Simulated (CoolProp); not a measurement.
Values from CoolProp's reference Helmholtz-energy equation of state, Wu 2012.

Q: For fluoroethane (R161), give the phase and the density (kg/m³), Joule-Thomson coefficient (K/MPa) at 195.4 K and 0.556 MPa; 195.4 K and 2.22 MPa; 195.4 K and 5 MPa.

A: 
- 195.4 K and 0.556 MPa: liquid; density 872, Joule-Thomson coefficient -0.422
- 195.4 K and 2.22 MPa: liquid; density 874, Joule-Thomson coefficient -0.424
- 195.4 K and 5 MPa: liquid; density 876, Joule-Thomson coefficient -0.426
